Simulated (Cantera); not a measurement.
A freely propagating, adiabatic, planar premixed flame of H2 : O2 : N2 = 1 : 0.417 : 1.57 (molar parts), equivalence ratio 1.2, unburnt at 675 K and 5700 Torr; mixture-averaged transport, grid criteria slope 0.08 and curve 0.16, no radiation.

Model: the H2/O2 subset of GRI-Mech 3.0, which has no nitrogen chemistry, integrated in Cantera. The hydrogen kinetics of GRI-Mech 3.0 are dated; newer H2 mechanisms differ, most at raised pressure. Burning velocities carry a grid error of a few per cent, more on coarse grids.

x: mole fraction of selected species; z is measured from the peak of heat release.

```csv
z (mm),T (K),u (m/s),x H2,x O2,x OH,x HO2,x H2O2,x O
-0.108,675,9.99,0.335,0.140,<1e-8,<1e-8,<1e-8,<1e-8
-0.0720,675,9.99,0.335,0.140,<1e-8,<1e-8,<1e-8,<1e-8
-0.0540,675,9.99,0.335,0.140,<1e-8,6.87e-8,<1e-8,<1e-8
-0.0360,675,9.99,0.334,0.140,<1e-8,2.30e-6,2.00e-8,1.87e-8
-0.0180,713,10.4,0.323,0.141,___,___,___,___
-0.00900,993,14.0,0.279,0.133,0.00128,0.000917,6.99e-5,0.000456
0,1472,20.1,0.191,0.0951,0.00446,0.000443,1.94e-5,0.00361
0.00900,1814,24.4,0.116,0.0461,0.0104,0.000189,4.61e-6,0.00660
0.0180,___,26.6,___,___,___,___,___,0.00707
0.0360,2175,28.7,0.0739,0.0110,0.0172,3.49e-5,1.82e-6,0.00590
0.0720,2336,30.5,0.0710,0.00694,0.0162,1.83e-5,1.21e-6,0.00380
0.144,2469,32.0,0.0681,0.00412,0.0135,9.03e-6,8.44e-7,0.00207
0.288,2563,33.0,0.0653,0.00218,0.0103,4.03e-6,5.57e-7,0.00102
```

Problem. Fill in the missing entries.

Solution. 
- -0.0180, x OH: 5.60e-5
- -0.0180, x HO2: 0.000586
- -0.0180, x H2O2: 1.21e-5
- -0.0180, x O: 1.27e-5
- 0.0180, T (K): 1996
- 0.0180, x H2: 0.0854
- 0.0180, x O2: 0.0224
- 0.0180, x OH: 0.0147
- 0.0180, x HO2: 8.24e-5
- 0.0180, x H2O2: 2.95e-6
